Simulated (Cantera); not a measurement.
## Formation from one mole of O2

Standard-state values (1 bar) from the NASA 1993 polynomials, evaluated with Cantera. Values are per mole of reaction as written; species without (g) are pure solids or liquids, kept so even where they would boil at 1 bar.

0.6667 Cr + O2(g) → 0.6667 CrO3(g)

```
T (K)  ΔH° (kJ)  ΔS° (J/K)  ΔG° (kJ)  log10 K
-----  --------  ---------  --------  -------
798      -196.9      -47.0    -159.3    10.43
898      -197.1      -47.3    -154.6     8.99
998      -197.4      -47.6    -149.9     7.84
1098     -197.8      -48.0    -145.1     6.90
1198     -198.3      -48.5    -140.3     6.12
```

1.2 Ti + O2(g) → 0.4 Ti3O5

| T (K) | ΔH° (kJ) | ΔS° (J/K) | ΔG° (kJ) | log10 K | condensed phases |
|---|---|---|---|---|---|
| 798 | -973.7 | -169.5 | -838.4 | 54.88 | Ti(α), Ti3O5(s) |
| 898 | -972.7 | -168.3 | -821.6 | 47.79 | Ti(α), Ti3O5(s) |
| 998 | -971.8 | -167.3 | -804.8 | 42.12 | Ti(α), Ti3O5(s) |
| 1098 | -971.0 | -166.6 | -788.1 | 37.49 | Ti(α), Ti3O5(s) |
| 1198 | -974.8 | -169.9 | -771.3 | 33.63 | Ti(β), Ti3O5(s) |

2 H2(g) + O2(g) → 2 H2O(g)

| T (K) | ΔH° (kJ) | ΔS° (J/K) | ΔG° (kJ) | log10 K |
|---|---|---|---|---|
| 798 | -492.8 | -107.4 | -407.2 | 26.65 |
| 898 | -494.3 | -109.1 | -396.3 | 23.05 |
| 998 | -495.7 | -110.6 | -385.4 | 20.17 |
| 1098 | -496.9 | -111.7 | -374.2 | 17.80 |
| 1198 | -497.9 | -112.6 | -363.0 | 15.83 |

1.333 B + O2(g) → 0.6667 B2O3(g)

```json
[
 {"T (K)": "798", "ΔH° (kJ)": "-558.6", "ΔS° (J/K)": "-25.8", "ΔG° (kJ)": "-537.9", "log10 K": "35.21"},
 {"T (K)": "898", "ΔH° (kJ)": "-559.0", "ΔS° (J/K)": "-26.3", "ΔG° (kJ)": "-535.3", "log10 K": "31.14"},
 {"T (K)": "998", "ΔH° (kJ)": "-559.4", "ΔS° (J/K)": "-26.8", "ΔG° (kJ)": "-532.7", "log10 K": "27.88"},
 {"T (K)": "1098", "ΔH° (kJ)": "-559.8", "ΔS° (J/K)": "-27.2", "ΔG° (kJ)": "-530.0", "log10 K": "25.21"},
 {"T (K)": "1198", "ΔH° (kJ)": "-560.3", "ΔS° (J/K)": "-27.6", "ΔG° (kJ)": "-527.2", "log10 K": "22.99"}
]
```
